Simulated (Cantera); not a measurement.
A freely propagating, adiabatic, planar premixed flame of CH4 : H2 : O2 : N2 = 1 : 1.4 : 2.25 : 8.46 (molar parts), unburnt at 475 K and 1.30 bar; mixture-averaged transport, grid criteria slope 0.08 and curve 0.16, no radiation.

Model: GRI-Mech 3.0 (53 species, 325 reactions), integrated in Cantera. Burning velocities carry a grid error of a few per cent, more on coarse grids.

Question: How do the results move with these cheaper or finer settings: unity-Lewis-number transport; multicomponent transport; multicomponent+Soret transport; grid criteria slope 0.5, curve 1; grid criteria slope 0.25, curve 0.5; grid criteria slope 0.03, curve 0.06?

Answer: 
```json
[
 {"setting": "as above", "laminar burning velocity": "143 cm/s", "thermal thickness": "0.218 mm", "peak x(O)": "0.00296", "peak x(CO)": "0.0521", "grid points": "151"},
 {"setting": "unity-Lewis-number transport", "laminar burning velocity": "96.5 cm/s", "thermal thickness": "0.265 mm", "peak x(O)": "0.00327", "peak x(CO)": "0.0481", "grid points": "143"},
 {"setting": "multicomponent transport", "laminar burning velocity": "142 cm/s", "thermal thickness": "0.219 mm", "peak x(O)": "0.00295", "peak x(CO)": "0.0521", "grid points": "151"},
 {"setting": "multicomponent+Soret transport", "laminar burning velocity": "140 cm/s", "thermal thickness": "0.217 mm", "peak x(O)": "0.00306", "peak x(CO)": "0.0517", "grid points": "154"},
 {"setting": "grid criteria slope 0.5, curve 1", "laminar burning velocity": "150 cm/s", "thermal thickness": "0.251 mm", "peak x(O)": "0.00311", "peak x(CO)": "0.0516", "grid points": "43"},
 {"setting": "grid criteria slope 0.25, curve 0.5", "laminar burning velocity": "145 cm/s", "thermal thickness": "0.228 mm", "peak x(O)": "0.00302", "peak x(CO)": "0.0518", "grid points": "68"},
 {"setting": "grid criteria slope 0.03, curve 0.06", "laminar burning velocity": "141 cm/s", "thermal thickness": "0.216 mm", "peak x(O)": "0.00291", "peak x(CO)": "0.0521", "grid points": "357"}
]
```
The base run took about 11 core-seconds (a rough figure).
Unity Lewis numbers drop preferential diffusion, which matters most where H2 and H carry the flame; Soret adds thermal diffusion.
